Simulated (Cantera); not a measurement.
# NO annealing gas

A perfectly stirred reactor is fed with 83.3 % NO, 16.7 % N2, at 110000 Pa; it is held at 2125 K, and followed from long to short residence time.

Model: GRI-Mech 3.0 (53 species, 325 reactions), integrated in Cantera.

```
τ (s)     x NO   x N2     x NO2      x O2       x O     x N2O
-------  -----  -----  --------  --------  --------  --------
0.86     0.160  0.503  0.000301     0.336  0.000924   1.15e-5
0.24     0.339  0.413  0.000548     0.246  0.000801   5.10e-5
0.066    0.580  0.293  0.000684     0.126  0.000596  0.000154
0.018    0.745  0.210  0.000565    0.0434  0.000395  0.000264
0.0050   0.808  0.179  0.000420    0.0123  0.000281  0.000311
0.0014   0.826  0.170  0.000338   0.00313  0.000228  0.000305
0.00038  0.831  0.167  0.000259  0.000602  0.000178  0.000242
0.00011  0.833  0.167  0.000135   6.68e-5  0.000102  0.000140
```
x: mole fraction; the columns are a selection and need not sum to one.
